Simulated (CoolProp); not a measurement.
Water at several states: Z from the reference equation and from simpler models built on Tc = 373.9 °C, pc = 220.6 bar, ω = 0.344; each cubic takes its own stable root.

Values from CoolProp's reference Helmholtz-energy equation of state, Wagner 2002.

```tsv
T (°C)	p (bar)	phase	reference	van der Waals	Redlich-Kwong	Soave-Redlich-Kwong	Peng-Robinson
688.45	1.22	gas	0.9996	0.9994	0.9994	0.9997	0.9995
261.35	18.9	gas	0.9349	___	0.9479	___	___
19.15	4.22	liquid	0.003133	0.006293	___	0.004123	0.003672
82.05	732	liquid	0.4462	0.9055	0.6252	0.6080	0.5415
497.75	176	gas	0.8497	0.8256	0.8266	0.8557	___
236.45	70	liquid	0.03620	___	0.05403	0.05066	0.04468
```

Task: Complete the blanks.

Result: 
- 261.35, van der Waals: 0.9584
- 261.35, Soave-Redlich-Kwong: 0.9425
- 261.35, Peng-Robinson: 0.9386
- 19.15, Redlich-Kwong: 0.004228
- 497.75, Peng-Robinson: 0.8339
- 236.45, van der Waals: 0.7966

At some of these states van der Waals gives the other phase, because its saturation line lies elsewhere.
